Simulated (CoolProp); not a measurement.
Ethanol along the isotherm 183.75 °C: Z from the reference equation and from simpler models built on Tc = 241.6 °C, pc = 6.268 MPa, ω = 0.644; each cubic takes its own stable root.

The numbers come from the reference Helmholtz-energy equation of state, Schroeder 2014 in CoolProp.

```csv
p (MPa),phase,reference
1.18,gas,0.8881
2.35,liquid,0.04820
3.53,liquid,0.07173
4.7,liquid,0.09472
5.88,liquid,0.1176
7.05,liquid,0.1400
8.23,liquid,0.1624
9.4,liquid,0.1843
```

Q: How far does each simpler model (Redlich-Kwong, Soave-Redlich-Kwong, Peng-Robinson) lie from the reference over these 8 states: mean and median of the absolute difference, and the worst?

A: 
- Redlich-Kwong: mean 220.2 %, median 37.6 %, worst +1531.7 % at 183.75 °C and 2.35 MPa
- Soave-Redlich-Kwong: mean 22.2 %, median 25.1 %, worst +26.4 % at 183.75 °C and 2.35 MPa
- Peng-Robinson: mean 9.6 %, median 10.7 %, worst +11.5 % at 183.75 °C and 2.35 MPa

At some of these states Redlich-Kwong gives the other phase, because its saturation line lies elsewhere.
